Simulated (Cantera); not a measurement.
A Cantera script and its output.

```python
import numpy as np
import cantera as ct

gas = ct.Solution("gri30.yaml", transport_model="mixture-averaged")
show = ['H2', 'OH', 'CH3']

rows = []
print(f"{'T/K':>7s}{'rho':>11s}{'cp':>10s}{'mu':>11s}{'lambda':>11s}{'Pr':>7s}" + "".join(f"{'D_' + s:>11s}" for s in show))
for T in [400, 600, 800, 1000, 1200, 1400, 1600]:
    gas.TPX = T, 970, {'H2': 0.66}
    Pr = gas.cp_mass * gas.viscosity / gas.thermal_conductivity
    D = [gas.mix_diff_coeffs_mole[gas.species_index(s)] for s in show]
    rows.append([gas.density, gas.cp_mass, gas.viscosity, gas.thermal_conductivity, Pr, *D])
    print(f"{T:7g}{gas.density:11.4e}{gas.cp_mass:10.1f}{gas.viscosity:11.4e}"
          f"{gas.thermal_conductivity:11.4e}{Pr:7.3f}" + "".join(f"{d:11.4e}" for d in D))
print("SI units: kg/m3, J/kg/K, Pa s, W/m/K, m2/s")
```

Result:

```
    T/K        rho        cp         mu     lambda     Pr       D_H2       D_OH      D_CH3
    400 5.8799e-04   14522.5 1.0869e-05 2.2910e-01  0.689 0.0000e+00 1.8346e-02 1.2440e-02
    600 3.9199e-04   14511.2 1.4145e-05 2.9848e-01  0.688 0.0000e+00 3.6136e-02 2.4644e-02
    800 2.9399e-04   14690.4 1.7037e-05 3.6340e-01  0.689 0.0000e+00 5.8291e-02 3.9841e-02
   1000 2.3519e-04   14961.9 1.9676e-05 4.2830e-01  0.687 0.0000e+00 8.4390e-02 5.7739e-02
   1200 1.9600e-04   15377.0 2.2132e-05 4.9373e-01  0.689 0.0000e+00 1.1414e-01 7.8136e-02
   1400 1.6800e-04   15801.0 2.4446e-05 5.5944e-01  0.690 0.0000e+00 1.4733e-01 1.0088e-01
   1600 1.4700e-04   16218.9 2.6644e-05 6.2501e-01  0.691 0.0000e+00 1.8376e-01 1.2585e-01
SI units: kg/m3, J/kg/K, Pa s, W/m/K, m2/s
```

Detailed kinetics in Cantera: GRI-Mech 3.0 (53 species, 325 reactions).
